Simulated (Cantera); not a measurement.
Input: 1 mol HI, 0.041 mol O₂, at 625 K and 1.00 bar.

These are equilibrium values from Cantera (NASA tables, ideal gas, pure condensed phases), not measurements of a reactor. Candidate condensed phases: H₂O, I₂; 12 gas species. Rates play no part.

Base state: HI 0.729, I₂ 0.136, H₂O 0.0820, H₂ 0.0536, I 8.16e-5 (mole fractions); condensed: gas only.

Q: What changes in the equilibrium state with this change: temperature from 625 K to 1423.15 K?

A: 
```tsv
species	before	after
HI	0.729	0.452
I	8.16e-5	0.254
H₂	0.0536	0.139
I₂	0.136	0.0834
H₂O	0.0820	0.0716
```

Q: What changes in the equilibrium state with this change: O₂ from 0.041 to 0.032 mol?

A: 
| species | before | after |
|---|---|---|
| HI | 0.729 | 0.749 |
| I₂ | 0.136 | 0.125 |
| H₂O | 0.0820 | 0.0640 |
| H₂ | 0.0536 | 0.0614 |
| I | 8.16e-5 | 7.85e-5 |
